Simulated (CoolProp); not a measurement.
A single-stage vapour-compression cycle with vinyl chloride: evaporating at 311.15 K (dew point), condensing at 360.15 K (bubble point), superheat 2 K, subcooling 5 K, compressor efficiency 0.85, no pressure losses. Each further row changes one setting.

The numbers come from the reference Helmholtz-energy equation of state, Thol 2022 in CoolProp.

```
case                              cooling COP  pressure ratio  discharge temperature (K)  refrigerating effect (kJ/kg)  volumetric capacity (kJ/m³)
--------------------------------  -----------  --------------  -------------------------  ----------------------------  ---------------------------
as stated                                4.50            3.13                      384.8                           240                         3640
evaporating temperature 316.15 K         5.17            2.74                      382.0                           243                         4200
condensing temperature 355.15 K             ?            2.83                      377.9                           248                         3780
subcooling 10 K                          4.66            3.13                      384.8                           249                         3780
superheat 12 K                           4.48            3.13                          ?                           250                         3640
compressor efficiency 0.75                  ?            3.13                      390.6                           240                         3640
```

**Question.** What belongs in the gaps?

**Answer.** 
- condensing temperature 355.15 K, cooling COP: 5.13
- superheat 12 K, discharge temperature (K): 395.0
- compressor efficiency 0.75, cooling COP: 3.97
